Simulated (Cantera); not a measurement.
Diamond growth

A diamond (100) surface in a fixed gas of H2 with x(CH4) = 0.0077, x(H) = 0.016, x(CH3) = 0.00079, 4800 Pa; coverages are run to steady state.

Model: the Harris–Goodwin 1993 mechanism for the reconstructed diamond (100) surface, integrated in Cantera.

| T (K) | growth (µm/h) | θ c6HH | θ c6H* | θ c6*H | θ c6** | θ c6HM |
|---|---|---|---|---|---|---|
| 950 | 15.0 | 0.617 | 0.0137 | 0.321 | 0.00638 | 0.0318 |
| 1025 | 21.2 | 0.556 | 0.0201 | 0.380 | 0.0111 | 0.0230 |
| 1100 | 26.3 | 0.500 | 0.0274 | 0.431 | 0.0178 | 0.0158 |
| 1175 | 25.3 | 0.449 | 0.0354 | 0.474 | 0.0266 | 0.00888 |
| 1250 | 17.8 | 0.405 | 0.0437 | 0.508 | 0.0374 | 0.00348 |
| 1325 | 12.3 | 0.364 | 0.0519 | 0.531 | 0.0499 | 0.00105 |
| 1400 | 10.9 | 0.329 | 0.0598 | 0.546 | 0.0638 | 0.000289 |
θ: site fractions in the mechanism's names (c6HH fully hydrogenated, c6H* and c6*H radical sites, c6** diradical, c6HM methylated).
